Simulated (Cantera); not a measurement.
Input: 1 mol C2F6, 0.026 mol CH4, 8.7 mol H2, 0.53 mol F2, at 1577 °C and 5.33 Torr.

Equilibrium computed with Cantera from the NASA thermochemical tables; the gas is ideal and each condensed phase is pure. Candidate condensed phases: C, C6H6, C7H8, C8H18; 95 gas species. The feed counts by its element totals alone. Rates play no part.

Base state: HF 0.574, H2 0.422, H 0.00415, C2H2 (acetylene) 0.000110 (mole fractions); condensed: C(graphite).

Task: What changes in the equilibrium state with this change: temperature from 1577 °C to 400 °C?

Result: 
```
species             before   after
----------------  --------  ------
HF                   0.574   0.585
H2                   0.422   0.398
CH4                8.28e-7  0.0171
H                  0.00415   <1e-9
C2H2 (acetylene)  0.000110   <1e-9
C(graphite), mol      2.02    1.82
```
